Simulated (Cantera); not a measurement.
## B₂O₃ + H₂ (boron, boron nitride and boron oxide)

Input: 1 mol B₂O₃, 17 mol H₂.

Cantera equilibrium calculation (NASA polynomials, part measured and part estimated; ideal gas, pure solids and liquids). Candidate condensed phases: B, B₂O₃, B₃O₃H₃, H₂O; 23 gas species. Equilibrium is a limit: real reactors are often held back by kinetics, nucleation or transport.

Stable condensed phases:

```
T in °C \ P in Pa
             10     37    140    520   1900   7200  27000 100000
   1925       A      A      A      A      A      A      A      A
   1825       A      A      A      A      A      A      A      A
   1725       A      A      A      A      A      A      A      A
   1625       A      A      A      A      A      A      A      B
   1525       A      A      A      A      A      A      B      B
   1425       A      A      A      A      A      B      B      B
   1325       A      A      A      B      B      B      B      B
   1225       A      A      B      B      B      B      B      B
   1125       B      B      B      B      B      B      B      B
   1025       B      B      B      B      B      B      B      B
    925       B      B      B      B      B      B      B      B
    825       B      B      B      B      B      B      B      B
    725       B      B      B      B      B      B      B      B
    625       B      B      B      B      B      B      B      B
```

A: gas only; B: B₂O₃.
